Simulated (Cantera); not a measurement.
Input: 1 mol C₃H₆, 0.012 mol NH₃, 69 mol H₂, at 1400 K and 10.0 mbar.

Cantera equilibrium calculation (NASA polynomials, part measured and part estimated; ideal gas, pure solids and liquids). Candidate condensed phases: C, C₆H₆, C₇H₈, C₈H₁₈; 92 gas species. Equilibrium is a limit: real reactors are often held back by kinetics, nucleation or transport.

Base state: H₂ 1.000, N₂ 8.10e-5, H 4.86e-5, CH₄ 4.32e-5 (mole fractions); condensed: C(graphite).

Q: What changes in the equilibrium state with this change: 1.1 mol H₂O added?

A: 
| species | before | after |
|---|---|---|
| H₂ | 1.000 | 0.985 |
| CO | 0 | 0.0148 |
| N₂ | 8.10e-5 | 7.86e-5 |
| CH₄ | 4.32e-5 | 4.19e-5 |
| H | 4.86e-5 | 4.83e-5 |
| C(graphite), mol | 3.00 | 1.90 |
Further candidate phases: H₂O.
